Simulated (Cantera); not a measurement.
A closed system holds: 1 mol MgO, 2.8 mol SO₃, 0.27 mol H₂O, at 3.50 bar.

These are equilibrium values from Cantera (NASA tables, ideal gas, pure condensed phases), not measurements of a reactor. Candidate condensed phases: H₂O, H₂SO₄, Mg, MgO, Mg(OH)₂, MgS, MgSO₄, S; 26 gas species. Rates play no part.

Task: At 1475 K, list the 4 most abundant gas species with their mole fractions, and the condensed phases.

Result: SO₂ 0.608, O₂ 0.304, H₂O 0.0612, SO₃ 0.0267. Condensed: MgO(s).
